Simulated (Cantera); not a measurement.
Input (Python, Cantera) and output of one run.

```python
import numpy as np
import cantera as ct

gas_names = """
    H H2 Hg N NH NH2 NH3 N2 N2H2 N2H4
""".split()
cond_names = """
    Hg(cr) Hg(L)
""".split()


# ... load() reads the species with a 1 bar reference pressure and builds the phases ...
atoms = {
    'Hg': {'Hg': 1},
    'N2': {'N': 2},
    'H2': {'H': 2},
}
top_T = {}  # K; cautious upper limits of use, not melting points


# ... equilibrate(T, P, feed) seeds the gas with the atoms and calls Mixture.equilibrate('TP', solver="vcs", rtol=1e-11, max_steps=5000) ...
results = []
feed = {'Hg': 1, 'N2': 2.4, 'H2': 9.6}  # mol
T = 748  # K
P = 1800  # Pa
mix = equilibrate(T, P, feed)
results.append((T, P, feed, dict(zip(mix.species_names, mix.species_moles))))
print(gas.report(threshold=1e-05))
for i in range(1, mix.n_phases):
    print(f"{mix.phase(i).name:16s} {mix.phase_moles(i):12.5e} mol")
```

Output:

```
       temperature   748 K
          pressure   1800 Pa
           density   0.0063938 kg/m^3
  mean mol. weight   22.091 kg/kmol
   phase of matter   gas

                          1 kg             1 kmol
                     ---------------   ---------------
          enthalpy        7.9837e+05        1.7637e+07  J
   internal energy        5.1685e+05        1.1418e+07  J
           entropy            9560.7        2.1121e+05  J/K
    Gibbs function        -6.353e+06       -1.4035e+08  J
 heat capacity c_p            1316.5             29084  J/K
 heat capacity c_v            940.17             20770  J/K

                      mass frac. Y      mole frac. X     chem. pot. / RT
                     ---------------   ---------------   ---------------
                H2          0.067389           0.73844           -21.156
                Hg           0.69849          0.076925           -18.553
               NH3        1.9774e-05        2.5649e-05           -46.673
                N2            0.2341           0.18461           -29.879
     [   +6 minor]        8.4147e-14        1.8435e-12

Hg(L)             0.00000e+00 mol
```

Method: chemical equilibrium by Gibbs-energy minimisation in Cantera with the NASA 1993 tables (ideal gas, pure condensed phases).
